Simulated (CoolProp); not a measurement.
A closed Brayton cycle with nitrogen: compressor inlet 324.15 K and 4.8 MPa, high pressure 12.4 MPa, turbine inlet 830 K, compressor efficiency 0.8, turbine efficiency 0.93, recuperator effectiveness 0 (on enthalpy, no pinch check). Each further row changes one setting.

The numbers come from the reference Helmholtz-energy equation of state, Span 2000 in CoolProp.

```json
[
 {"case": "as stated", "thermal efficiency (%)": "15.0", "net work (kJ/kg)": "63.6", "compressor to turbine work": "0.68", "compressor exit (K)": "451.4", "turbine exit (K)": "656.2"},
 {"case": "turbine inlet 780 K", "thermal efficiency (%)": "14.1", "net work (kJ/kg)": "51.6", "compressor to turbine work": "0.72", "compressor exit (K)": "451.4", "turbine exit (K)": "615.1"},
 {"case": "compressor inlet 334.15 K", "thermal efficiency (%)": "14.5", "net work (kJ/kg)": "59.2", "compressor to turbine work": "0.70", "compressor exit (K)": "465.2", "turbine exit (K)": "656.2"},
 {"case": "high pressure 10.5 MPa", "thermal efficiency (%)": "13.1", "net work (kJ/kg)": "58.8", "compressor to turbine work": "0.65", "compressor exit (K)": "426.5", "turbine exit (K)": "684.0"},
 {"case": "recuperator effectiveness 0.5", "thermal efficiency (%)": "20.3", "net work (kJ/kg)": "63.6", "compressor to turbine work": "0.68", "compressor exit (K)": "451.4", "turbine exit (K)": "656.2"}
]
```
